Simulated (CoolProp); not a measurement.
Vapour-liquid equilibrium of ethylbenzene (1) + o-xylene (2) at 308.2 K; x and y are mole fractions of (1).

Model: multi-fluid Helmholtz-energy mixture model, Zhou 2012 and Zhou 2012; pair parameters Bell 2016, in CoolProp.

| x | bubble pressure (bar) | y at the bubble point | dew pressure at overall composition x (bar) | liquid density (mol/L) |
|---|---|---|---|---|
| 0.05 | 0.01615 | 0.070 | 0.01606 | 8.163 |
| 0.2 | 0.01720 | 0.265 | 0.01683 | 8.140 |
| 0.35 | 0.01827 | 0.438 | 0.01771 | 8.118 |
| 0.5 | 0.01931 | 0.589 | 0.01868 | 8.097 |
| 0.65 | 0.02029 | 0.723 | 0.01975 | 8.078 |
| 0.8 | 0.02118 | 0.845 | 0.02086 | 8.061 |
| 0.95 | 0.02199 | 0.961 | 0.02192 | 8.045 |

No azeotrope shows between x = 0.05 and 0.95.

Pair parameters are fitted to limited data, so mixtures are less certain than the pure fluids.
